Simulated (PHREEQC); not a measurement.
Solution (60 °C): 0.0055 mol/kgw Cu(BF4)2, 0.00012 mol/kgw H2SO4 and 0.0043 mol/kgw Na2SO4. Closed to the air; pH follows from the charge balance.

All values are PHREEQC results (ion-association model, wateq4f.dat), not measurements.

No solid was allowed to form.

Problem. Order these Cu species by the share of Cu that they hold, largest first: Cu+2, CuF+, CuSO4.

Solution. Cu+2 (80 %), CuSO4 (17 %), CuF+ (2.9 %)

The pH is 3.03 and the ionic strength 0.0259 mol/kgw. Species that the database lacks are ignored. Constants without temperature data keep their 25 °C values here. Real BF4- forms and hydrolyses slowly; the run takes it at equilibrium.
